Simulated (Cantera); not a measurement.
A Cantera script and what it prints.

```python
import numpy as np
import cantera as ct

gas_names = """
    F FO FO2 F2 F2O H HF HOF HO2 H2 H2F2 H2O H2O2 H3F3 H4F4 H5F5 H6F6 H7F7 O OH O2 O3 Si SiF SiF2 SiF3
    SiF4 SiH SiHF3 SiH2 SiH2F2 SiH3 SiH3F SiH4 SiO SiO2 Si2 Si3
""".split()
cond_names = """
    H2O(s) H2O(L) Si(cr) Si(L) SiO2(Lqz) SiO2(hqz) SiO2(L)
""".split()


# ... load() reads the species with a 1 bar reference pressure and builds the phases ...
atoms = {
    'SiF4': {'Si': 1, 'F': 4},
    'O3': {'O': 3},
    'H2': {'H': 2},
}
top_T = {}  # K; cautious upper limits of use, not melting points


# ... equilibrate(T, P, feed) seeds the gas with the atoms and calls Mixture.equilibrate('TP', solver="vcs", rtol=1e-11, max_steps=5000) ...
results = []
feed = {'SiF4': 1, 'O3': 1.1, 'H2': 0.77}  # mol
P = 570  # Pa
for T in [848, 948, 1048, 1148, 1248, 1348, 1448, 1548, 1648, 1748, 1848, 1948, 2048]:
    mix = equilibrate(T, P, feed)
    results.append((T, P, feed, dict(zip(mix.species_names, mix.species_moles))))

top = {s: max(r[3][s] / sum(r[3][g] for g in gas_names) for r in results) for s in gas_names}
cols = sorted((s for s in top if top[s] > 0.001), key=lambda s: -top[s])[:5]
seen = [c for c in cond_names if any(r[3].get(c, 0) > 1e-12 for r in results)]
print("log10 of partial pressures in bar; condensed amounts in mol")
print(f"{'T/K':>10s}" + "".join(f"{s[:9]:>10s}" for s in cols + seen))
for T, P, feed, n in results:
    ng = sum(n[g] for g in gas_names)
    print(f"{T:10.4g}" + "".join(f"{np.log10(max(n[s] / ng * P / 1e5, 1e-99)):10.3f}" for s in cols)
          + "".join(f"{n.get(c, 0):10.4g}" for c in seen))
```

Output:

```
log10 of partial pressures in bar; condensed amounts in mol
       T/K        HF        O2      SiF4       H2O         O SiO2(hqz)   SiO2(L)
       848    -2.781    -2.657    -2.877    -3.290   -13.495    0.2377         0
       948    -2.706    -2.663    -2.912    -3.472   -11.859    0.2866         0
      1048    -2.663    -2.668    -2.937    -3.656   -10.533      0.32         0
      1148    -2.637    -2.670    -2.954    -3.832    -9.436    0.3414         0
      1248    -2.622    -2.672    -2.965    -3.995    -8.513    0.3549         0
      1348    -2.613    -2.673    -2.972    -4.143    -7.726    0.3635         0
      1448    -2.607    -2.674    -2.976    -4.275    -7.047    0.3691         0
      1548    -2.603    -2.675    -2.979    -4.394    -6.455    0.3728         0
      1648    -2.601    -2.675    -2.981    -4.500    -5.934    0.3753         0
      1748    -2.599    -2.676    -2.983    -4.600    -5.473         0    0.3771
      1848    -2.598    -2.677    -2.985    -4.693    -5.061         0    0.3783
      1948    -2.598    -2.679    -2.987    -4.780    -4.692         0    0.3789
      2048    -2.599    -2.683    -2.991    -4.860    -4.360         0    0.3779
```

Method: chemical equilibrium by Gibbs-energy minimisation in Cantera with the NASA 1993 tables (ideal gas, pure condensed phases). The tables' values for SiF3, SiO2 are old estimates; treat these amounts as uncertain. The tables hold silica as quartz up to 1696 K and as liquid above; real silica turns to tridymite and cristobalite and melts near 1996 K.
